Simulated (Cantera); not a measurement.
Feed: 1 mol MgO, 16 mol CO, held at 2198 K and 0.133 bar.

These are equilibrium values from Cantera (NASA tables, ideal gas, pure condensed phases), not measurements of a reactor. Candidate condensed phases: C, Mg, MgCO₃, MgO; 15 gas species. Rates play no part.

Base state: CO 0.967, Mg 0.0165, CO₂ 0.0165 (mole fractions); condensed: MgO(s).

Question: What changes in the equilibrium state with this change: pressure from 0.133 bar to 32.0 Pa?

Answer: 
```csv
species,before,after
CO,0.967,0.883
Mg,0.0165,0.0585
CO₂,0.0165,0.0546
O₂,7.71e-8,0.000422
O,2.03e-6,0.00307
MgO,5.32e-6,6.85e-5
"MgO(s), mol",0.732,0
```

Question: What changes in the equilibrium state with this change: temperature from 2198 K to 1100 K?

Answer: 
```json
[
 {"species": "CO", "before": "0.967", "after": "0.989"},
 {"species": "CO₂", "before": "0.0165", "after": "0.0115"},
 {"species": "Mg", "before": "0.0165", "after": "<1e-9"},
 {"species": "MgO(s), mol", "before": "0.732", "after": "1.00"},
 {"species": "C(graphite), mol", "before": "0", "after": "0.182"}
]
```

Question: What changes in the equilibrium state with this change: 0.57 mol CH₄ added?

Answer: 
```csv
species,before,after
CO,0.967,0.891
H₂,0,0.0576
Mg,0.0165,0.0394
CO₂,0.0165,0.00637
H,0,0.00366
H₂O,0,0.00217
MgOH,0,6.05e-5
"MgO(s), mol",0.732,0.271
```
The tables' values for MgH are old estimates; treat these amounts as uncertain. Further candidate phases: C₆H₆, C₇H₈, C₈H₁₈, H₂O, Mg(OH)₂.
